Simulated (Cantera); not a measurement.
A perfectly stirred reactor is fed with H2 : O2 : N2 = 0.69 : 0.694 : 2.61 (molar parts), equivalence ratio 0.50, at 340000 Pa; it is adiabatic with a 523 K inlet, and is followed from long to short residence time, starting on the burning branch (τ in s: 0.022, 0.01, 0.0045, 0.002, 0.0009, 0.0004, 0.00018, 8.1e-05, 3.6e-05, 1.6e-05).

Detailed kinetics in Cantera: GRI-Mech 3.0 (53 species, 325 reactions). The hydrogen kinetics of GRI-Mech 3.0 are dated; newer H2 mechanisms differ, most at raised pressure.

One state of this run: T (K) = 1810; x H2 = 0.000668; x O2 = 0.0950; x NO2 = 4.82e-8; x NO = 1.05e-5; x N2O = 1.70e-6; x O = 0.000426. x: mole fraction; the columns are a selection and need not sum to one.

Task: Which value of τ (s) does it belong to?
A. 0.022
B. 0.0020
C. 0.00040
D. 1.6e-5

Result: B, 0.0020
